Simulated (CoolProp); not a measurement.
A simple Rankine cycle with vinyl chloride: condensing at 307.15 K, boiler at 1.55 MPa, turbine inlet 429 K, turbine efficiency 0.7, pump efficiency 0.6, no recuperator. Each further row changes one setting.

Computed with CoolProp (reference Helmholtz-energy equation of state, Thol 2022).

| case | thermal efficiency (%) | net work (kJ/kg) | heat in (kJ/kg) | turbine exit temperature (K) | volume ratio over the turbine |
|---|---|---|---|---|---|
| as stated | [?] | 36.1 | 426 | [?] | [?] |
| condensing temperature 299.15 K | [?] | 43.4 | 439 | 374.0 | [?] |
| boiler pressure 1.08 MPa | 6.0 | [?] | 433 | [?] | 2.01 |
| turbine efficiency 0.6 | [?] | 30.7 | 426 | 387.7 | 2.89 |

Fill in the missing entries.


- as stated, thermal efficiency (%): 8.5
- as stated, turbine exit temperature (K): 382.6
- as stated, volume ratio over the turbine: 2.85
- condensing temperature 299.15 K, thermal efficiency (%): 9.9
- condensing temperature 299.15 K, volume ratio over the turbine: 3.53
- boiler pressure 1.08 MPa, net work (kJ/kg): 25.8
- boiler pressure 1.08 MPa, turbine exit temperature (K): 398.5
- turbine efficiency 0.6, thermal efficiency (%): 7.2
